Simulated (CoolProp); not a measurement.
The numbers come from the reference Helmholtz-energy equation of state, Lemmon 2006 in CoolProp. It is a short technical equation, of lower accuracy than the large ones.

### Question
For n-decane, give the phase and the cv (kJ/(kg K)), isothermal compressibility (1/MPa), expansivity (1/kK), conductivity (mW/(m K)) at 346.85 °C and 0.657 MPa; 346.85 °C and 2.63 MPa; 346.85 °C and 3.28 MPa.

### Answer
- 346.85 °C and 0.657 MPa: gas; cv 2.89, isothermal compressibility 1.75, expansivity 2.60, conductivity 40.4
- 346.85 °C and 2.63 MPa: supercritical; cv 3.01, isothermal compressibility 0.190, expansivity 11.4, conductivity 72.2
- 346.85 °C and 3.28 MPa: supercritical; cv 2.99, isothermal compressibility 0.0843, expansivity 6.43, conductivity 73.7

Thermal conductivity comes from a separate model (Huber 2005).
